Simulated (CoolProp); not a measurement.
R142b at several states: fugacity coefficient from the reference equation and from simpler models built on Tc = 410.3 K, pc = 4055 kPa, ω = 0.232; each cubic takes its own stable root.

The numbers come from the reference Helmholtz-energy equation of state, Lemmon 2006 in CoolProp. It is a short technical equation, of lower accuracy than the large ones.

| T (K) | p (kPa) | phase | reference |
|---|---|---|---|
| 345.2 | 700 | gas | 0.8951 |
| 194.1 | 1770 | liquid | 0.001049 |
| 349.2 | 17600 | liquid | 0.1026 |
| 189.2 | 31.5 | liquid | 0.03571 |
| 272.1 | 25.8 | gas | 0.9912 |

Q: How far does each simpler model (van der Waals, Redlich-Kwong, Soave-Redlich-Kwong, Peng-Robinson) lie from the reference over these 5 states: mean and median of the absolute difference, and the worst?

A: 
- van der Waals: mean 1448.4 %, median 101.5 %, worst +4473.9 % at 194.1 K and 1770 kPa
- Redlich-Kwong: mean 63.4 %, median 26.8 %, worst +146.4 % at 189.2 K and 31.5 kPa
- Soave-Redlich-Kwong: mean 2.1 %, median 0.5 %, worst +8.9 % at 349.2 K and 17600 kPa
- Peng-Robinson: mean 4.1 %, median 0.8 %, worst +10.4 % at 189.2 K and 31.5 kPa

At some of these states van der Waals gives the other phase, because its saturation line lies elsewhere.
